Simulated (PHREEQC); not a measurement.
Make-up at 25 °C: 7 mmol/kgw NaHF2. Closed to the air; pH follows from the charge balance.

Model: ion-association model, phreeqc.dat, run in PHREEQC.

This is a speciation only: nothing precipitates in the calculation.

Estimate the pH, specific conductance.

pH 3.22; specific conductance 927 µS/cm.

In which forms is F present?

F- 53 %, HF 44 %, HF2- 2.5 % of the F.

Species that the database lacks are ignored.
